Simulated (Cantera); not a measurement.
# Gas-phase reforming

A perfectly stirred reactor is fed with 18.6 % CH4, 80.0 % H2O, 1.38 % H2, at 10.0 bar; it is held at 1398 K, and followed from long to short residence time.

Computed with Cantera and GRI-Mech 3.0 (53 species, 325 reactions).

```csv
τ (s),x CH4,x H2O,x H2,x C2H,x C2H2,x OH
14,0.118,0.683,0.156,1.52e-11,0.00429,4.99e-8
5.0,0.123,0.717,0.125,2.87e-11,0.00754,5.63e-8
1.8,0.128,0.745,0.0977,4.01e-11,0.0104,5.94e-8
0.62,0.144,0.769,0.0673,3.63e-11,0.00990,5.81e-8
0.22,0.164,0.786,0.0402,2.10e-11,0.00581,5.86e-8
0.078,0.177,0.795,0.0242,7.85e-12,0.00213,6.02e-8
0.028,0.183,0.799,0.0173,1.75e-12,0.000481,5.99e-8
0.0099,0.185,0.800,0.0148,<1e-12,6.03e-5,5.62e-8
0.0035,0.186,0.800,0.0141,<1e-12,4.36e-6,4.98e-8
```
x: mole fraction; the columns are a selection and need not sum to one.
